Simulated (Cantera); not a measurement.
A closed system holds: 1 mol Si(CH₃)₄, 0.9 mol C₃H₈, 150 mol H₂, at 1000 Pa.

Cantera equilibrium calculation (NASA polynomials, part measured and part estimated; ideal gas, pure solids and liquids). Candidate condensed phases: C, C₆H₆, C₇H₈, C₈H₁₈, Si, SiC; 87 gas species. Gases not in the tables: Si₂H₆ and higher silanes. Equilibrium is a limit: real reactors are often held back by kinetics, nucleation or transport.

Question: Which condensed phases are stable at each of these points (T (K)): 1700, 1750, 1800, 1850, 1900, 1950, 2000, 2050, 2100, 2150, 2200, 2250?

Answer: 
```
T (K)      condensed phases  Si condensed (%)
-----  --------------------  ----------------
1700   C(graphite) + SiC(s)             100.0
1750   C(graphite) + SiC(s)              99.9
1800   C(graphite) + SiC(s)              99.8
1850   C(graphite) + SiC(s)              99.6
1900   C(graphite) + SiC(s)              99.1
1950   C(graphite) + SiC(s)              97.9
2000   C(graphite) + SiC(s)              95.4
2050   C(graphite) + SiC(s)              90.2
2100   C(graphite) + SiC(s)              79.5
2150   C(graphite) + SiC(s)              58.3
2200   C(graphite) + SiC(s)              17.3
2250            C(graphite)               0.0
```

From 1700 K to 2200 K the condensed part is C(graphite) + SiC(s). At 2250 K the condensed part is C(graphite).
